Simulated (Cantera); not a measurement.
Hydrocarbon pyrolysis for carbon deposition

An isothermal, constant-pressure homogeneous reactor starts with 3.03 % C2H4, 97.0 % H2, at 1048 K and 0.890 bar.

Cantera simulation using GRI-Mech 3.0 (53 species, 325 reactions); the numbers are that mechanism's predictions, not measurements. GRI-Mech 3.0 was tuned for natural gas; its chemistry of ethylene as a main component is partial and can be far from experiment. GRI-Mech 3.0 stops at C3 and has no aromatics, soot or wall deposition, so with more carbon than oxygen in the feed, carbon stays in small species such as C2H2 where larger ones or solid carbon would form.

```
t (s)      x C2H4   x H2   x CH2   x C2H     x CH3    x C2H2
--------  -------  -----  ------  ------  --------  --------
5.00e-5    0.0303  0.970  <1e-12  <1e-12    <1e-12  1.40e-10
0.000213   0.0303  0.970  <1e-12  <1e-12    <1e-12  5.96e-10
0.000910   0.0303  0.970  <1e-12  <1e-12    <1e-12   2.55e-9
0.00388    0.0303  0.970  <1e-12  <1e-12    <1e-12   1.09e-8
0.0166     0.0303  0.970  <1e-12  <1e-12    <1e-12   4.70e-8
0.0707     0.0303  0.970  <1e-12  <1e-12    <1e-12   2.13e-7
0.302      0.0298  0.970  <1e-12  <1e-12  2.95e-10   2.99e-6
1.29       0.0175  0.969  <1e-12  <1e-12   1.23e-8   6.27e-5
5.49       0.0132  0.965  <1e-12  <1e-12   3.94e-8   8.67e-5
23.4      0.00838  0.955  <1e-12  <1e-12   1.05e-7   5.60e-5
100       0.00216  0.942  <1e-12  <1e-12   1.37e-7   1.45e-5
```
x: mole fraction; the columns are a selection and need not sum to one.

Equilibrium at this temperature and pressure: C2H4 1.08e-6, H2 0.938, CH2 <1e-12, C2H <1e-12, CH3 9.47e-9, C2H2 7.10e-9 (gas phase only).
